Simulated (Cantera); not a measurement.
Input: 1 mol Nb, 6.8 mol N₂O, 12 mol N₂, held at 2500 °C and 13300 Pa.

Method: chemical equilibrium by Gibbs-energy minimisation in Cantera with the NASA 1993 tables (ideal gas, pure condensed phases). Candidate condensed phases: Nb, NbO, NbO₂, Nb₂O₅; 12 gas species. Condensed phases not in the tables: the oxides between NbO₂ and Nb₂O₅. Kinetics and transport are ignored.

Task: What is the equilibrium state?

Result: 
```json
{
  "x(N₂)": "0.836",
  "x(O₂)": "0.0752",
  "x(O)": "0.0367",
  "x(NbO₂)": "0.0303",
  "x(NO)": "0.0218",
  "x(NbO)": "3.02e-5",
  "x(N)": "7.17e-6",
  "x(NO₂)": "3.30e-6",
  "n(Nb₂O₅(l))": "0.163 mol",
  "gas_amount": "22.20 mol",
  "log10 activity of NbO₂(l) (absent)": "-0.46",
  "log10 activity of Nb(l) (absent)": "-5.23"
}
```
